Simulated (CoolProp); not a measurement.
The fluid at 268.92 K and 0.854 MPa expands adiabatically to 0.402 MPa with isentropic efficiency 0.7. The same conditions are run with several fluids, on thermodynamics alone (safety and materials aside).

The numbers come from the reference Helmholtz-energy equation of state of each fluid (CF4 (R14): Platzer 1990; nitrogen: Span 2000; nitrous oxide: Lemmon 2006; methane: Setzmann 1991; R13: Platzer 1990) in CoolProp. The equations of Platzer and Polt are older, rougher fits.

Rank CF4 (R14), nitrogen, nitrous oxide, methane, R13 by work (kJ/kg), highest first.

methane (65.8), nitrogen (37.6), nitrous oxide (23.1), CF4 (R14) (12.1), R13 (9.60)

```
fluid          final temperature (K)  final density (kg/m³)
-------------  ---------------------  ---------------------
CF4 (R14)                      246.8                   17.7
nitrogen                       231.9                   5.87
nitrous oxide                  236.1                   9.46
methane                        236.3                   3.33
R13                            246.1                   22.1
```
